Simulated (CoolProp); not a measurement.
The numbers come from the reference Helmholtz-energy equation of state, Span 1996 in CoolProp.

Task: Give the vapour pressure (MPa), vapour density (kg/m³), surface tension (mN/m), vapour viscosity (µPa s) of saturated carbon dioxide at -13.45 °C.

Result: 
| T (°C) | p (MPa) | vapour density (kg/m³) | surface tension (mN/m) | vapour viscosity (µPa s) |
|---|---|---|---|---|
| -13.45 | 2.40 | 63.8 | 7.05 | 13.4 |

Viscosity comes from a separate model (Laesecke 2017). Surface tension comes from a separate correlation (Mulero 2012).
